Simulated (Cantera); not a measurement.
Input (Python, Cantera) and output of one run.

```python
import numpy as np
import cantera as ct

gas_names = """
    AL ALC ALH ALN AL2 C CH CH2 CH3 CH4 CN C2 C2H C2H2,acetylene C2H2,vinylidene C2H3,vinyl CH3CN C2H4
    C2H5 C2H6 CCN CNC C2N2 C3 C3H3,propargyl C3H4,allene C3H4,propyne C3H4,cyclo- C3H5,allyl
    C3H6,propylene C3H6,cyclo- C3H7,n-propyl C3H7,i-propyl C3H8 C4 C4H2 C4H4,1,3-cyclo- C4H6,butadiene
    C4H6,2-butyne C4H6,cyclo- C4H8,1-butene C4H8,cis2-buten C4H8,tr2-butene C4H8,isobutene C4H8,cyclo-
    C4H9,n-butyl C4H9,i-butyl C4H9,s-butyl C4H9,t-butyl C4H10,isobutane C4H10,n-butane C4N2 C5
    C5H6,1,3cyclo- C5H8,cyclo- C5H10,1-pentene C5H10,cyclo- C5H11,pentyl C5H11,t-pentyl C5H12,n-pentane
    C5H12,i-pentane CH3C(CH3)2CH3 C6H2 C6H5,phenyl C6H6 C6H10,cyclo- C6H12,1-hexene C6H12,cyclo-
    C6H13,n-hexyl C7H7,benzyl C7H8 C7H14,1-heptene C7H15,n-heptyl C7H16,n-heptane C8H8,styrene
    C8H10,ethylbenz C8H16,1-octene C8H17,n-octyl C8H18,isooctane C8H18,n-octane C9H19,n-nonyl
    C10H8,naphthale C10H21,n-decyl C12H9,o-bipheny C12H10,bipheny H HCN HCCN HNC H2 N NH NH2 NH3 N2 N2H2
    N2H4
""".split()
cond_names = """
    AL(cr) AL(L) ALN(s) C(gr) C6H6(L) C7H8(L) C8H18(L),n-octa
""".split()


def load(file, names, dense=False):
    # The tables refer to 1 bar. Condensed volumes are neglected.
    table = {s.name: s for s in ct.Species.list_from_file(file)}
    out = []
    for n in names:
        d = dict(table[n].input_data)
        d["thermo"] = dict(d["thermo"], **{"reference-pressure": 1e5})
        if dense:
            d["equation-of-state"] = {"model": "constant-volume", "density": "1e6 g/cm^3"}
        out.append(ct.Species.from_dict(d))
    return out


gas = ct.Solution(thermo="ideal-gas", species=load("nasa_gas.yaml", gas_names))
cond = {s.name: ct.Solution(thermo="fixed-stoichiometry", species=[s], name=s.name)
        for s in load("nasa_condensed.yaml", cond_names, dense=True)}
atoms = {
    'Al(CH3)3': {'AL': 1, 'C': 3, 'H': 9},
    'N2': {'N': 2},
}
top_T = {'ALN(s)': 2750, 'C(gr)': 4500}  # K; cautious upper limits of use, not melting points


def equilibrate(T, P, feed):
    n = {}
    for name, mol in feed.items():
        for a, k in atoms[name].items():
            n[a] = n.get(a, 0.0) + k * mol
    gas.TPX = T, P, n
    mass = sum(n.values()) * gas.mean_molecular_weight
    gas.equilibrate("TP")
    valid = [c for c in cond.values() if c.min_temp <= T <= top_T.get(c.name, c.max_temp)]
    mix = ct.Mixture([(gas, mass / gas.mean_molecular_weight)] + [(c, 0.0) for c in valid])
    mix.T, mix.P = T, P
    mix.equilibrate("TP", solver="vcs", rtol=1e-11, max_steps=5000)
    return mix


results = []
feed = {'Al(CH3)3': 1, 'N2': 14}  # mol
T = 750  # K
P = 76000  # Pa
mix = equilibrate(T, P, feed)
results.append((T, P, feed, dict(zip(mix.species_names, mix.species_moles))))
x = sorted(zip(gas.X, gas.species_names), reverse=True)
print(f"T = {T:g} K  P = {P:g} Pa  gas = {mix.phase_moles(0):.4g} mol")
print("   x: " + "  ".join(f"{s} {v:.3e}" for v, s in x if v > 1e-06))
print("   condensed (mol): " + ("  ".join(f"{mix.phase(i).name} {mix.phase_moles(i):.4g}"
      for i in range(1, mix.n_phases) if mix.phase_moles(i) > 1e-12) or "none"))
```

It prints:

```
T = 750 K  P = 76000 Pa  gas = 17.04 mol
   x: N2 7.920e-01  H2 1.518e-01  CH4 5.595e-02  NH3 2.044e-04
   condensed (mol): ALN(s) 1  C(gr) 2.046
```

Equilibrium computed with Cantera from the NASA thermochemical tables; the gas is ideal and each condensed phase is pure. The feed counts by its element totals alone.
